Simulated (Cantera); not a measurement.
Feed: 1 mol SiO2, 13 mol H2, 3 mol H2O, equilibrated at 1225 K and 10.0 Torr.

Method: chemical equilibrium by Gibbs-energy minimisation in Cantera with the NASA 1993 tables (ideal gas, pure condensed phases). Candidate condensed phases: H2O, Si, SiO2; 18 gas species. The tables hold silica as quartz up to 1696 K and as liquid above; real silica turns to tridymite and cristobalite and melts near 1996 K. Kinetics and transport are ignored.

What is the equilibrium state?


| Property | Value |
|---|---|
| x(H2) | 0.812 |
| x(H2O) | 0.188 |
| x(H) | 2.43e-6 |
| n(SiO2(β-quartz)) | 1.00 mol |
| gas amount | 16.00 mol |
| log10 activity of Si(s) (absent) | -12.84 |
